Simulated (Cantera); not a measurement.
Charge: 1 mol Si₃H₈, 0.79 mol Cl₂, a varied amount of H₂, at 1673.15 K and 0.170 bar.

These are equilibrium values from Cantera (NASA tables, ideal gas, pure condensed phases), not measurements of a reactor. Candidate condensed phases: Si; 19 gas species. The feed counts by its element totals alone. Gases not in the tables: Si₂H₆ and higher silanes. Kinetics and transport are ignored.

Q: At 420 mol H₂, list the 5 most abundant gas species with their mole fractions, and the condensed phases.

A: H₂ 0.996, HCl 0.00362, H 0.000276, SiCl₂ 4.75e-5, SiH₂ 1.10e-5. Condensed: Si(s).
